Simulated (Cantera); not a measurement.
Input: 1 mol C₆H₆, 0.12 mol O₂, held at 2573.15 K and 97.0 Pa.

These are equilibrium values from Cantera (NASA tables, ideal gas, pure condensed phases), not measurements of a reactor. Equilibrium is a limit: real reactors are often held back by kinetics, nucleation or transport.

| species | before | after |
|---|---|---|
| H | 0.623 | 0.634 |
| H₂ | 0.319 | 0.330 |
| CO | 0.0508 | 0.0278 |
| C₄H₂ | 2.81e-5 | 2.91e-5 |
| C₂H₂ (acetylene) | 0.00465 | 0.00482 |
| C₂H | 0.000759 | 0.000772 |
| C₂ | 0.000145 | 0.000145 |
| C₃ | 0.00155 | 0.00155 |
| C | 0.000456 | 0.000456 |
| C(graphite), mol | 5.68 | 5.80 |
Gas species are given as mole fractions.

Task: Which change was made?
A. C₆H₆ replaced by acetone
B. O₂ from 0.12 to 0.064 mol
C. pressure from 97.0 Pa to 10.0 mbar
D. 0.52 mol H₂O added

Result: B, O₂ from 0.12 to 0.064 mol
